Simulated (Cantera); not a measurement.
An adiabatic, constant-volume homogeneous reactor starts with 15.4 % CH3OH, 17.7 % O2, 66.9 % N2, at 1248 K and 0.350 bar.

Detailed kinetics in Cantera: GRI-Mech 3.0 (53 species, 325 reactions). GRI-Mech 3.0 was tuned for natural gas; its chemistry of methanol as a main component is partial and can be far from experiment.

One state of this run: T (K) = 2757; P (bar) = 0.904; x CH3OH = <1e-12; x O2 = 0.00852; x CH2CO = <1e-12; x CO2 = 0.0538; x OH = 0.0197; x HCN = 4.15e-9. x: mole fraction; the columns are a selection and need not sum to one.

Problem. Which value of t (s) does it belong to?
(A) 9.67e-5
(B) 0.000260
(C) 5.00e-6
(D) 0.0135

Solution. D, 0.0135
